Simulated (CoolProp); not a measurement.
Aqueous ammonia as a coolant, at -10 °C, 1 atm.

The numbers come from the Melinder's fits for secondary coolants in CoolProp.

```csv
mass %,freezing point (°C),cp (kJ/(kg K)),density (kg/m³),Prandtl number,viscosity (mPa s)
8.8,-11.6,4.234,[?],25.3,2.88
11.6,-16.4,4.237,958.9,26.3,2.91
14.3,-21.7,[?],950.9,[?],3.00
17,-28.0,4.243,943.3,[?],3.10
19.7,[?],[?],936.0,31.3,3.16
22.5,-45.1,4.249,928.7,32.3,3.17
25.2,[?],4.253,921.8,32.7,3.14
```

Question: Fill in the missing entries.

Answer: 
- 8.8, density (kg/m³): 967.6
- 14.3, cp (kJ/(kg K)): 4.240
- 14.3, Prandtl number: 27.9
- 17, Prandtl number: 29.8
- 19.7, freezing point (°C): -35.5
- 19.7, cp (kJ/(kg K)): 4.246
- 25.2, freezing point (°C): -56.4
